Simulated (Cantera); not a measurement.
Charge: 1 mol Si2H6, 0.05 mol HCl, 6.4 mol H2, equilibrated at 1175 °C and 9.00 mbar.

Method: chemical equilibrium by Gibbs-energy minimisation in Cantera with the NASA 1993 tables (ideal gas, pure condensed phases). Candidate condensed phases: Si; 19 gas species. The feed counts by its element totals alone. The numbers say what is thermodynamically allowed, not how fast it happens.

Base state: H2 0.995, HCl 0.00513, H 9.71e-5, SiCl2 8.14e-5 (mole fractions); condensed: Si(s).

Question: What changes in the equilibrium state with this change: Si2H6 replaced by SiHCl3?

Answer: 
```csv
species,before,after
H2,0.995,0.747
HCl,0.00513,0.151
SiCl2,8.14e-5,0.0942
SiCl4,<1e-9,0.00118
SiCl3,1.40e-7,0.00551
SiHCl3,1.46e-8,0.000500
SiH2Cl2,3.76e-8,3.27e-5
Cl,4.08e-7,1.39e-5
"Si(s), mol",2.00,0.146
```
The tables' values for SiCl3 are old estimates; treat these amounts as uncertain.
